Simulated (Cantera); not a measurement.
# Si₃N₄ + C + N₂ (sublimation and decomposition of ceramics)

Charge: 1 mol Si₃N₄, 0.48 mol C, 0.021 mol N₂, at 10000 Pa.

Equilibrium computed with Cantera from the NASA thermochemical tables; the gas is ideal and each condensed phase is pure. Candidate condensed phases: C, Si, SiC, Si₃N₄; 32 gas species. Ions and electrons are included (thermal ionisation). Mutual solubility and eutectic melting of coexisting phases are not modelled. The tables' values for SiN are old estimates; treat these amounts as uncertain. Kinetics and transport are ignored.

| T (°C) | log p N₂ | log p Si | log p C | log p Si₂C | log p N | log p SiC₂ | log p CN | log p Si₂ | n Si(l) | n SiC(s) |
|---|---|---|---|---|---|---|---|---|---|---|
| 2227 | -1.03 | -2.32 | -7.40 | -3.17 | -7.05 | -4.15 | -5.12 | -3.90 | 2.39 | 0.462 |
| 2477 | -1.20 | -1.59 | -5.81 | -2.18 | -6.22 | -2.67 | -4.16 | -3.02 | 1.45 | 0.131 |
| 2727 | -1.38 | -1.31 | -4.87 | -2.41 | -5.54 | -2.53 | -3.75 | -2.96 | 0 | 0 |
| 2977 | -1.39 | -1.28 | -3.98 | -2.92 | -4.91 | -2.42 | -3.24 | -3.31 | 0 | 0 |
| 3227 | -1.41 | -1.26 | -3.28 | -3.45 | -4.36 | -2.49 | -2.88 | -3.65 | 0 | 0 |
| 3477 | -1.42 | -1.26 | -2.77 | -4.01 | -3.88 | -2.73 | -2.65 | -3.95 | 0 | 0 |
| 3727 | -1.44 | -1.26 | -2.44 | -4.63 | -3.47 | -3.19 | -2.57 | -4.23 | 0 | 0 |
| 3977 | -1.45 | -1.26 | -2.27 | -5.30 | -3.10 | -3.83 | -2.62 | -4.48 | 0 | 0 |
| 4227 | -1.46 | -1.27 | -2.19 | -5.97 | -2.77 | -4.55 | -2.74 | -4.70 | 0 | 0 |
| 4477 | -1.47 | -1.27 | -2.15 | -6.61 | -2.48 | -5.25 | -2.87 | -4.91 | 0 | 0 |
| 4727 | -1.49 | -1.28 | -2.13 | -7.21 | -2.23 | -5.93 | -3.01 | -5.10 | 0 | 0 |
log p: log10 of the partial pressure in bar; n: condensed amount in mol.

From 2227 °C to 2477 °C the condensed part is Si(l) + SiC(s). From 2727 °C to 4727 °C nothing is condensed. The main Si-bearing gas is Si throughout.
